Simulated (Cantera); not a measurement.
Ignition delay

Mixture: CO : H2 : CH4 : O2 : N2 : H2O = 1 : 0.43 : 0.032 : 0.458 : 1.88 : 0.29 (molar parts), at 790000 Pa, adiabatic and at constant pressure. Ignition delay is the time to a rise of 400 K.

Computed with Cantera and GRI-Mech 3.0 (53 species, 325 reactions). Where the delays flatten at high temperature, the 400 K rule measures the pace of heat release, not the induction time.

```json
[
 {"T0 (K)": "1250", "delay (ms)": "0.0341"},
 {"T0 (K)": "1300", "delay (ms)": "0.0176"},
 {"T0 (K)": "1350", "delay (ms)": "0.0106"},
 {"T0 (K)": "1400", "delay (ms)": "0.00723"},
 {"T0 (K)": "1450", "delay (ms)": "0.00534"},
 {"T0 (K)": "1500", "delay (ms)": "0.00418"},
 {"T0 (K)": "1550", "delay (ms)": "0.00341"},
 {"T0 (K)": "1600", "delay (ms)": "0.00287"}
]
```

```
Item                                                    Value
--------------------------------------------------  ---------
apparent activation energy between 1500 and 1600 K  75 kJ/mol
```
